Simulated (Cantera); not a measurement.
Cantera run, input and output.

```python
import numpy as np
import cantera as ct

surf = ct.Interface("ptcombust.yaml", "Pt_surf")
gas = surf.adjacent["gas"]
gas.TPX = 300, 3400, {'CH4': 0.021, 'O2': 0.058, 'N2': 0.79}
jet = ct.ImpingingJet(gas=gas, width=0.063, surface=surf)
jet.inlet.mdot, jet.inlet.T, jet.inlet.X = 0.028, 300, {'CH4': 0.021, 'O2': 0.058, 'N2': 0.79}
jet.set_refine_criteria(ratio=10, slope=0.2, curve=0.3)
show, cover = ['CH4', 'O2', 'H2O', 'OH', 'CO', 'CO2'], ["PT(S)", "H(S)", "O(S)", "OH(S)", "CO(S)", "C(S)"]

rows = []
print(f"{'Ts/K':>7s}" + "".join(f"{s:>11s}" for s in show + cover) + "   (gas at the wall, coverages)")
for i, Ts in enumerate([850, 900, 950, 1000, 1050, 1100, 1150]):
    jet.surface.T = Ts
    if i == 0:
        surf.TP = Ts, 3400
        surf.coverages = "PT(S):0.5, O(S):0.5"
        surf.advance_coverages(1.0)
        jet.set_initial_guess(products="inlet")
    jet.solve(loglevel=0, auto=(i == 0))
    rows.append([*(jet.X[gas.species_index(s), -1] for s in show), *surf[cover].coverages])
    print(f"{Ts:7g}" + "".join(f"{x:11.3e}" for x in rows[-1]))
```

Result:

```
   Ts/K        CH4         O2        H2O         OH         CO        CO2      PT(S)       H(S)       O(S)      OH(S)      CO(S)       C(S)   (gas at the wall, coverages)
    850  1.721e-02  5.199e-02  1.305e-02  9.579e-09  5.891e-06  8.477e-03  2.221e-01  2.955e-08  7.772e-01  7.316e-04  9.299e-06  2.374e-08
    900  1.329e-02  4.371e-02  2.032e-02  3.654e-08  6.630e-06  1.323e-02  3.061e-01  8.710e-08  6.930e-01  8.072e-04  7.179e-06  2.554e-08
    950  1.003e-02  3.683e-02  2.633e-02  1.121e-07  7.152e-06  1.718e-02  3.932e-01  2.059e-07  6.060e-01  7.946e-04  5.127e-06  2.453e-08
   1000  7.693e-03  3.191e-02  3.062e-02  2.968e-07  7.709e-06  2.001e-02  4.781e-01  4.161e-07  5.212e-01  7.290e-04  3.593e-06  2.246e-08
   1050  6.084e-03  2.853e-02  3.353e-02  6.937e-07  8.494e-06  2.194e-02  5.584e-01  7.568e-07  4.409e-01  6.416e-04  2.567e-06  2.043e-08
   1100  4.995e-03  2.627e-02  3.546e-02  1.475e-06  9.659e-06  2.322e-02  6.316e-01  1.270e-06  3.678e-01  5.503e-04  1.897e-06  1.881e-08
   1150  4.242e-03  2.472e-02  3.677e-02  2.887e-06  1.135e-05  2.409e-02  6.975e-01  2.016e-06  3.020e-01  4.639e-04  1.464e-06  1.773e-08
```

Computed with Cantera and Deutschmann's 1995 Pt surface mechanism with GRI-Mech 3.0 gas chemistry. Catalytic surfaces can have several steady states; this one follows from the mechanism file's or the stated starting coverage.
